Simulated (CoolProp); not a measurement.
A single-stage vapour-compression cycle with R142b: evaporating at 295.15 K (dew point), condensing at 341.15 K (bubble point), superheat 5 K, subcooling 8 K, compressor efficiency 0.75, no pressure losses. Each further row changes one setting.

Computed with CoolProp (reference Helmholtz-energy equation of state, Lemmon 2006). It is a short technical equation, of lower accuracy than the large ones.

```csv
case,cooling COP,pressure ratio,discharge temperature (K),refrigerating effect (kJ/kg),volumetric capacity (kJ/m³)
as stated,4.10,3.44,354.9,157,2120
evaporating temperature 300.15 K,4.78,2.95,353.6,160,2510
condensing temperature 336.15 K,4.74,3.06,349.4,164,2210
subcooling 13 K,4.29,3.44,354.9,164,2210
superheat 15 K,4.14,3.44,365.1,166,2150
compressor efficiency 0.65,3.55,3.44,360.3,157,2120
```
